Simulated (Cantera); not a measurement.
A Cantera script and its output.

```python
import numpy as np
import cantera as ct

gas = ct.Solution("h2o2.yaml")
gas.TPX = 450, 260000, {'H2': 1, 'O2': 0.455, 'N2': 1.71}
flame = ct.FreeFlame(gas, width=0.02)
flame.set_refine_criteria(ratio=3, slope=0.08, curve=0.16)
flame.transport_model = "mixture-averaged"
flame.solve(loglevel=0, auto=True)
z, T = flame.grid, flame.T
thick = (T[-1] - T[0]) / np.gradient(T, z).max()
show = ['H2', 'O2', 'H2O2', 'H', 'O', 'HO2']
print(f"laminar burning velocity  {flame.velocity[0] * 100:.3f} cm/s")
print(f"burnt temperature         {T[-1]:.1f} K")
print(f"thermal thickness         {thick * 1e3:.4f} mm")
print(f"grid points               {len(z)}")
z0 = z[flame.heat_release_rate.argmax()]
print(f"{'z/mm':>9s}{'T/K':>9s}{'u/(m/s)':>9s}" + "".join(f"{s:>11s}" for s in show))
rows = []
for k in (-3, -2, -1.5, -1, -0.5, -0.25, 0, 0.25, 0.5, 1, 2, 4, 8):
    zz = z0 + k * thick
    rows.append([k * thick, np.interp(zz, z, T), np.interp(zz, z, flame.velocity),
                 *(np.interp(zz, z, flame.X[gas.species_index(s)]) for s in show)])
    print(f"{rows[-1][0] * 1e3:9.3f}{rows[-1][1]:9.1f}{rows[-1][2]:9.3f}" + "".join(f"{x:11.3e}" for x in rows[-1][3:]))
```

It prints:

```
laminar burning velocity  483.875 cm/s
burnt temperature         2512.0 K
thermal thickness         0.1196 mm
grid points               112
     z/mm      T/K  u/(m/s)         H2         O2       H2O2          H          O        HO2
   -0.359    450.0    4.839  3.160e-01  1.438e-01  5.188e-14  6.628e-16  2.650e-13  1.662e-12
   -0.239    450.0    4.839  3.159e-01  1.438e-01  9.976e-12  7.710e-14  3.073e-11  2.861e-10
   -0.179    450.0    4.839  3.159e-01  1.438e-01  1.118e-10  6.969e-13  2.699e-10  3.089e-09
   -0.120    450.2    4.838  3.155e-01  1.439e-01  1.004e-08  8.689e-11  1.142e-08  2.644e-07
   -0.060    472.7    5.021  3.062e-01  1.454e-01  8.864e-06  7.664e-06  2.916e-06  1.864e-04
   -0.030    755.7    7.735  2.634e-01  1.405e-01  8.677e-05  2.748e-03  2.313e-04  6.015e-04
    0.000   1252.6   12.385  1.750e-01  1.050e-01  2.134e-05  2.172e-02  3.296e-03  2.318e-04
    0.030   1597.5   15.599  9.528e-02  5.208e-02  4.673e-06  4.078e-02  7.662e-03  9.807e-05
    0.060   1775.6   17.228  6.486e-02  2.751e-02  2.662e-06  4.329e-02  8.642e-03  4.661e-05
    0.120   1951.3   18.763  5.521e-02  1.690e-02  1.443e-06  3.500e-02  7.520e-03  2.417e-05
    0.239   2115.5   20.127  5.210e-02  1.255e-02  8.340e-07  2.416e-02  5.296e-03  1.453e-05
    0.479   2258.9   21.274  4.764e-02  8.818e-03  5.462e-07  1.543e-02  3.260e-03  8.286e-06
    0.957   2370.0   22.134  4.258e-02  5.723e-03  3.847e-07  9.483e-03  1.821e-03  4.497e-06
```

Model: the H2/O2 subset of GRI-Mech 3.0, which has no nitrogen chemistry, integrated in Cantera. The hydrogen kinetics of GRI-Mech 3.0 are dated; newer H2 mechanisms differ, most at raised pressure. Burning velocities carry a grid error of a few per cent, more on coarse grids.
